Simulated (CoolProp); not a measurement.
Aqueous ethanol as a coolant, at 36 °C, 1 atm.

The numbers come from the Melinder's fits for secondary coolants in CoolProp.

```json
[
 {"mass %": "4.3", "freezing point (°C)": "-1.7", "density (kg/m³)": "[?]", "conductivity (W/(m K))": "[?]", "cp (kJ/(kg K))": "[?]", "viscosity (mPa s)": "[?]"},
 {"mass %": "10.9", "freezing point (°C)": "-4.9", "density (kg/m³)": "[?]", "conductivity (W/(m K))": "0.542", "cp (kJ/(kg K))": "4.275", "viscosity (mPa s)": "1.02"},
 {"mass %": "17.5", "freezing point (°C)": "-9.2", "density (kg/m³)": "965.0", "conductivity (W/(m K))": "0.497", "cp (kJ/(kg K))": "4.314", "viscosity (mPa s)": "1.23"},
 {"mass %": "24.1", "freezing point (°C)": "-14.6", "density (kg/m³)": "[?]", "conductivity (W/(m K))": "0.455", "cp (kJ/(kg K))": "4.303", "viscosity (mPa s)": "1.41"},
 {"mass %": "30.7", "freezing point (°C)": "-20.8", "density (kg/m³)": "942.4", "conductivity (W/(m K))": "0.417", "cp (kJ/(kg K))": "4.243", "viscosity (mPa s)": "1.55"},
 {"mass %": "37.3", "freezing point (°C)": "-27.1", "density (kg/m³)": "929.1", "conductivity (W/(m K))": "0.382", "cp (kJ/(kg K))": "4.149", "viscosity (mPa s)": "1.63"},
 {"mass %": "43.9", "freezing point (°C)": "-32.9", "density (kg/m³)": "914.7", "conductivity (W/(m K))": "0.349", "cp (kJ/(kg K))": "4.038", "viscosity (mPa s)": "1.66"},
 {"mass %": "50.5", "freezing point (°C)": "-38.0", "density (kg/m³)": "899.6", "conductivity (W/(m K))": "0.319", "cp (kJ/(kg K))": "3.915", "viscosity (mPa s)": "1.67"}
]
```

Task: What belongs in the gaps?

Result: 
- 4.3, density (kg/m³): 985.6
- 4.3, conductivity (W/(m K)): 0.590
- 4.3, cp (kJ/(kg K)): 4.209
- 4.3, viscosity (mPa s): 0.818
- 10.9, density (kg/m³): 975.0
- 24.1, density (kg/m³): 954.3
